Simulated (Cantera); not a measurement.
## Catalytic combustion on Pt

An isothermal plug-flow reactor at 998 K and 750 Torr (inlet), inlet velocity 3.7 m/s, active area per volume 1300 1/m; feed CH₄ : O₂ : N₂ = 0.0044 : 0.021 : 0.79 (molar parts).

Detailed kinetics in Cantera: Deutschmann's 1995 Pt surface mechanism with GRI-Mech 3.0 gas chemistry. Catalytic surfaces can have several steady states; this one follows from the mechanism file's or the stated starting coverage. Mass transfer to the wall is taken as infinitely fast.

```
z (m)      x CH₄    x O₂     x H₂O     x CO₂     x CO  θ free Pt   θ O*     θ OH*
-------  -------  ------  --------  --------  -------  ---------  -----  --------
0.00021  0.00534  0.0256  0.000117   5.56e-5  2.75e-6      0.275  0.725  0.000287
0.00035  0.00530  0.0256  0.000194   9.39e-5  3.10e-6      0.275  0.725  0.000338
0.00058  0.00524  0.0254  0.000320  0.000157  3.19e-6      0.275  0.725  0.000406
0.00096  0.00513  0.0252  0.000525  0.000259  3.15e-6      0.275  0.724  0.000499
0.0016   0.00496  0.0249  0.000863  0.000428  3.05e-6      0.276  0.723  0.000622
0.0027   0.00469  0.0243   0.00142  0.000708  2.89e-6      0.277  0.722  0.000785
0.0045   0.00426  0.0235   0.00228   0.00114  2.63e-6      0.279  0.720  0.000984
0.0074   0.00364  0.0222   0.00352   0.00176  2.27e-6      0.281  0.718   0.00122
0.012    0.00282  0.0206   0.00516   0.00258  1.77e-6      0.285  0.714   0.00147
0.021    0.00167  0.0183   0.00744   0.00372  1.07e-6      0.290  0.708   0.00178
```
x: gas mole fraction; θ: surface coverage.
